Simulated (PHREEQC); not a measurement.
Make-up at 25 °C: 0.11 mol HNO3, 0.039 mol KNO3 and 0.054 mol H3BO3 per kg of water. Closed to the air; pH follows from the charge balance.

Equilibrium calculation in PHREEQC: ion-association model, phreeqc.dat.

Each row changes one thing in this solution. No solid was allowed to form.

```csv
case,pH,H2BO3- (mol/kgw)
as made,1.05,4.75e-10
temperature from 25 to 45 °C,1.05,6.81e-10
diluted 5-fold with water,1.72,3.83e-10
HNO3 from 0.11 to 0.055 mol/kgw,1.34,8.89e-10
H3BO3 from 0.054 to 0.027 mol/kgw,1.05,2.38e-10
KNO3 left out,1.04,4.55e-10
```

Species that the database lacks are ignored. At this temperature some constants are extrapolated from 25 °C, and those without enthalpy data are left unchanged.
